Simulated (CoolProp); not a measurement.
A simple Rankine cycle with R123: condensing at 333.15 K, boiler at 1.85 MPa, turbine inlet 420.9 K, turbine efficiency 0.7, pump efficiency 0.8, no recuperator. Each further row changes one setting.

The numbers come from the reference Helmholtz-energy equation of state, Younglove 1994 in CoolProp. It is a modified Benedict-Webb-Rubin equation, recast in Helmholtz form.

```tsv
case	thermal efficiency (%)	net work (kJ/kg)	heat in (kJ/kg)	turbine exit temperature (K)	volume ratio over the turbine
as stated	10.6	21.4	201	364.4	7.54
turbine inlet 440.9 K	…	23.7	…	387.8	7.10
condensing temperature 325.15 K	11.6	…	…	359.4	9.52
boiler pressure 1.29 MPa	9.0	19.1	…	380.5	4.76
turbine efficiency 0.6	9.0	18.1	201	368.6	7.65
```

Complete the blanks.


- turbine inlet 440.9 K, thermal efficiency (%): 10.7
- turbine inlet 440.9 K, heat in (kJ/kg): 222
- condensing temperature 325.15 K, net work (kJ/kg): 24.3
- condensing temperature 325.15 K, heat in (kJ/kg): 210
- boiler pressure 1.29 MPa, heat in (kJ/kg): 212
